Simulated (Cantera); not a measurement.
Charge: 1 mol Fe2O3, 2.2 mol SO3, 0.14 mol CO2, at 1148.15 K and 0.420 bar.

Method: chemical equilibrium by Gibbs-energy minimisation in Cantera with the NASA 1993 tables (ideal gas, pure condensed phases). Candidate condensed phases: C, Fe, Fe(CO)5, FeO, FeS, FeSO4, FeS2, Fe2O3, Fe2(SO4)3, Fe3O4, S; 25 gas species. The numbers say what is thermodynamically allowed, not how fast it happens.

Task: What is the equilibrium state?

Result: 
```
Property                                   Result
--------------------------------------  ---------
x(SO2)                                      0.584
x(O2)                                       0.292
x(SO3)                                     0.0816
x(CO2)                                     0.0424
n(Fe2O3(s))                              1.00 mol
gas amount                              3.305 mol
log10 activity of Fe(α) (absent)           -11.26
log10 activity of S(l) (absent)            -13.04
log10 activity of C(graphite) (absent)     -18.86
```
